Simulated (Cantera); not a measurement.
An isothermal, constant-pressure homogeneous reactor starts with 1.38 % H2, 98.6 % O2, equivalence ratio 0.0070, at 1200 K and 0.00148 atm.

Computed with Cantera and the H2/O2 subset of GRI-Mech 3.0, which has no nitrogen chemistry. Radical loss at walls, strong at low pressure, is not modelled.

### Question
Predict: x(H2) at 10.0 s; x(O2) at 10.0 s; x(H2O2) at 10.0 s; x(HO2) at 10.0 s; x(H) at 10.0 s; x(OH) at 10.0 s; x(H2O) at 10.0 s.

### Answer
```json
{
 "x(H2) at 10.0 s": "3.56e-5 (gas-phase equilibrium 4.62e-9)",
 "x(O2) at 10.0 s": "0.981 (gas-phase equilibrium 0.986)",
 "x(H2O2) at 10.0 s": "2.75e-9 (gas-phase equilibrium 1.28e-11)",
 "x(HO2) at 10.0 s": "9.71e-8 (gas-phase equilibrium 3.14e-9)",
 "x(H) at 10.0 s": "0.000243 (gas-phase equilibrium 3.49e-10)",
 "x(OH) at 10.0 s": "0.000731 (gas-phase equilibrium 8.37e-6)",
 "x(H2O) at 10.0 s": "0.0133 (gas-phase equilibrium 0.0139)"
}
```
